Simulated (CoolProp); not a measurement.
Properties of CH3F (R41) along the isotherm 342.2 K (Tc = 317.3 K, pc = 5.906 MPa, ω = 0.200).

Model: reference Helmholtz-energy equation of state, Lemmon 2006, in CoolProp. It is a short technical equation, of lower accuracy than the large ones.

```csv
p (MPa),phase,cp (kJ/(kg K)),speed of sound (m/s),expansivity (1/kK),fugacity coefficient
0.295,gas,1.208,321.7,3.076,0.9847
0.591,gas,1.238,318.7,3.241,0.9696
0.886,gas,1.271,315.7,3.417,0.9546
1.18,gas,1.305,312.7,3.607,0.9398
1.48,gas,1.343,309.5,3.817,0.9249
1.77,gas,1.382,306.5,4.036,0.9105
2.07,gas,1.426,303.3,4.283,0.8959
2.36,gas,1.472,300.2,4.543,0.8818
2.66,gas,1.524,297.0,4.837,0.8674
2.95,gas,1.578,293.8,5.150,0.8536
```
